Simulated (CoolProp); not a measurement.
Vapour-liquid equilibrium of dimethyl ether (1) + 1-butene (2) at 4.44 bar; x and y are mole fractions of (1).

Model: multi-fluid Helmholtz-energy mixture model, Wu 2011 and Lemmon 2005; pair parameters Bell 2016, in CoolProp.

```json
[
 {"x": "0.05", "bubble temperature (K)": "309.7", "y at the bubble point": "0.102", "dew temperature at overall composition x (K)": "310.9", "liquid density (mol/L)": "10.35"},
 {"x": "0.125", "bubble temperature (K)": "306.6", "y at the bubble point": "0.232", "dew temperature at overall composition x (K)": "309.2", "liquid density (mol/L)": "10.63"},
 {"x": "0.2", "bubble temperature (K)": "303.9", "y at the bubble point": "0.342", "dew temperature at overall composition x (K)": "307.4", "liquid density (mol/L)": "10.92"},
 {"x": "0.275", "bubble temperature (K)": "301.6", "y at the bubble point": "0.435", "dew temperature at overall composition x (K)": "305.6", "liquid density (mol/L)": "11.21"},
 {"x": "0.35", "bubble temperature (K)": "299.5", "y at the bubble point": "0.516", "dew temperature at overall composition x (K)": "303.7", "liquid density (mol/L)": "11.51"},
 {"x": "0.425", "bubble temperature (K)": "297.7", "y at the bubble point": "0.587", "dew temperature at overall composition x (K)": "301.8", "liquid density (mol/L)": "11.82"},
 {"x": "0.5", "bubble temperature (K)": "296.0", "y at the bubble point": "0.651", "dew temperature at overall composition x (K)": "299.9", "liquid density (mol/L)": "12.14"},
 {"x": "0.575", "bubble temperature (K)": "294.6", "y at the bubble point": "0.709", "dew temperature at overall composition x (K)": "298.0", "liquid density (mol/L)": "12.47"},
 {"x": "0.65", "bubble temperature (K)": "293.3", "y at the bubble point": "0.763", "dew temperature at overall composition x (K)": "296.1", "liquid density (mol/L)": "12.82"},
 {"x": "0.725", "bubble temperature (K)": "292.1", "y at the bubble point": "0.815", "dew temperature at overall composition x (K)": "294.2", "liquid density (mol/L)": "13.18"},
 {"x": "0.8", "bubble temperature (K)": "291.0", "y at the bubble point": "0.865", "dew temperature at overall composition x (K)": "292.4", "liquid density (mol/L)": "13.56"},
 {"x": "0.875", "bubble temperature (K)": "290.1", "y at the bubble point": "0.915", "dew temperature at overall composition x (K)": "290.8", "liquid density (mol/L)": "13.97"},
 {"x": "0.95", "bubble temperature (K)": "289.2", "y at the bubble point": "0.965", "dew temperature at overall composition x (K)": "289.4", "liquid density (mol/L)": "14.39"}
]
```

No azeotrope shows between x = 0.05 and 0.95.

Pair parameters are fitted to limited data, so mixtures are less certain than the pure fluids.
